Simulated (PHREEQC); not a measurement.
## Copper plating or etch bath (model solution)

Make-up at 20 °C: 0.01 mol/kgw Cu(BF4)2 and 0.0031 mol/kgw HNO3. Closed to the air; pH follows from the charge balance.

The numbers come from PHREEQC with the ion-association model, phreeqc.dat.

No solid was allowed to form.

### Question
Predict the pH, ionic strength.

### Answer
pH 2.52; ionic strength 0.0332 mol/kgw.

### Question
In which forms is F present?

### Answer
BF4- 87 %, HF 6.2 %, BF3OH- 4.3 %, F- 1.8 %, BF2(OH)2- 0.7 % of the F.

Real BF4- forms and hydrolyses slowly; the run takes it at equilibrium.
